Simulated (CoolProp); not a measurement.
Computed with CoolProp (reference Helmholtz-energy equation of state, Thol 2017).

**Question.** For decamethyltetrasiloxane (MD2M), give the phase and the cp (kJ/(kg K)), isothermal compressibility (1/MPa), expansivity (1/kK) at 169.45 °C and 4.4 MPa; 192.05 °C and 4.4 MPa.

**Answer.** 
- 169.45 °C and 4.4 MPa: liquid; cp 2.04, isothermal compressibility 0.00491, expansivity 1.42
- 192.05 °C and 4.4 MPa: liquid; cp 2.08, isothermal compressibility 0.00612, expansivity 1.52
